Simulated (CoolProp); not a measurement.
Properties of CH3F (R41) at several states.

The numbers come from the reference Helmholtz-energy equation of state, Lemmon 2006 in CoolProp. It is a short technical equation, of lower accuracy than the large ones.

| T (K) | p (MPa) | phase | cp (kJ/(kg K)) | fugacity coefficient |
|---|---|---|---|---|
| 205.7 | 0.0227 | gas | 1.031 | 0.9928 |
| 402 | 8.28 | supercritical | 2.010 | 0.7777 |
| 288.1 | 0.0514 | gas | 1.095 | 0.9953 |
| 380.9 | 7.94 | supercritical | 2.230 | 0.7435 |
